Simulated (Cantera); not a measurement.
A closed system holds: 1 mol SiHCl3, 16 mol NH3, 3.5 mol H2, equilibrated at 1.00 Torr.

Cantera equilibrium calculation (NASA polynomials, part measured and part estimated; ideal gas, pure solids and liquids). Candidate condensed phases: NH4Cl, Si, Si3N4; 28 gas species. Gases not in the tables: Si2H6 and higher silanes. Equilibrium is a limit: real reactors are often held back by kinetics, nucleation or transport.

Problem. What share of the Si ends up in condensed phases as a function of T (°C), at 527, 627, 727, 827, 927, 1027, 1127, 1227, 1327, 1427, 1527, 1627, 1727, 1827?

Solution. 
```csv
T (°C),Si condensed (%),as
527,99.9,Si3N4(s)
627,100.0,Si3N4(s)
727,100.0,Si3N4(s)
827,100.0,Si3N4(s)
927,99.8,Si3N4(s)
1027,98.6,Si3N4(s)
1127,92.9,Si3N4(s)
1227,75.9,Si3N4(s)
1327,49.0,Si(s)
1427,46.0,Si(l)
1527,41.2,Si(l)
1627,13.9,Si(l)
1727,0.0,-
1827,0.0,-
```
